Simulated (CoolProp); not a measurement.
Fluorine along the isobar 3840 kPa: Z from the reference equation and from simpler models built on Tc = -128.7 °C, pc = 5240 kPa, ω = 0.045; each cubic takes its own stable root.

The numbers come from the reference Helmholtz-energy equation of state, de Reuck 1990 in CoolProp.

| T (°C) | phase | reference | van der Waals | Redlich-Kwong | Soave-Redlich-Kwong | Peng-Robinson |
|---|---|---|---|---|---|---|
| -197.55 | liquid | 0.1475 | 0.2140 | 0.1452 | 0.1465 | 0.1302 |
| -180.35 | liquid | 0.1297 | 0.1873 | 0.1289 | 0.1295 | 0.1147 |
| -163.05 | liquid | 0.1206 | 0.1740 | 0.1225 | 0.1226 | 0.1084 |
| -145.85 | liquid | 0.1206 | 0.1766 | 0.1289 | 0.1284 | 0.1137 |
| -128.55 | gas | 0.6847 | 0.7157 | 0.6846 | 0.6846 | 0.6600 |
| -111.25 | gas | 0.8065 | 0.8081 | 0.8017 | 0.8047 | 0.7824 |
| -94.05 | gas | 0.8685 | 0.8603 | 0.8630 | 0.8679 | 0.8477 |
| -76.75 | gas | 0.9067 | 0.8946 | 0.9014 | 0.9077 | 0.8894 |
| -59.45 | gas | 0.9321 | 0.9185 | 0.9273 | 0.9345 | 0.9179 |
| -42.25 | gas | 0.9496 | 0.9360 | 0.9455 | 0.9534 | 0.9382 |
| -24.95 | gas | 0.9624 | 0.9492 | 0.9588 | 0.9671 | 0.9533 |
| -7.65 | gas | 0.9720 | 0.9594 | 0.9688 | 0.9774 | 0.9647 |
| 9.55 | gas | 0.9793 | 0.9674 | 0.9764 | 0.9851 | 0.9734 |
| 26.85 | gas | 0.9851 | 0.9739 | 0.9824 | 0.9911 | 0.9802 |
